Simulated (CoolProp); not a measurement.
Vapour-liquid equilibrium of fluoroethane (R161) (1) + R1234yf (2) at 0.938 MPa; x and y are mole fractions of (1).

Values from CoolProp's multi-fluid Helmholtz-energy mixture model, Wu 2012 and Lemmon 2022; pair parameters Bell 2016.

```tsv
x	bubble temperature, mixture model (°C)	bubble temperature, Raoult's law (°C)	y, mixture model	y, Raoult's law
0.05	36.0	36.1	…	0.066
0.2	33.7	34.2	0.247	0.252
0.35	…	32.4	0.411	0.420
0.5	…	30.7	0.560	0.574
0.65	…	29.1	0.698	0.715
0.8	26.9	27.5	…	0.844
0.95	25.8	26.0	0.957	0.963
```

Q: Some entries are withheld; supply them.

A: 
- 0.05, y, mixture model: 0.065
- 0.35, bubble temperature, mixture model (°C): 31.6
- 0.5, bubble temperature, mixture model (°C): 29.8
- 0.65, bubble temperature, mixture model (°C): 28.2
- 0.8, y, mixture model: 0.829

The largest gap from Raoult's law is -0.9 K in bubble temperature, at x = 0.5. No azeotrope shows between x = 0.05 and 0.95.

The pair parameters rest on a limited set of measurements; away from them the model extrapolates.
